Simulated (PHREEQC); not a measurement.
Make-up at 25 °C: 1.6 mmol/kgw MgSO4, 0.19 mmol/kgw Li2CO3 and 5.1 mmol/kgw Mn(NO3)2. Closed to the air; pH follows from the charge balance.

Model: ion-association model, phreeqc.dat, run in PHREEQC.

No solid was allowed to form.

### Question
What pH does the model give?

### Answer
pH 8.66.

### Question
In which forms is Mn present?

### Answer
Mn+2 90 %, MnSO4 6.3 %, MnCO3 2.8 %, MnOH+ 0.7 % of the Mn.

The solution is supersaturated, for example in Rhodochrosite, so a real one may precipitate; this is no full list. Complexes and solids missing from the database can't appear.
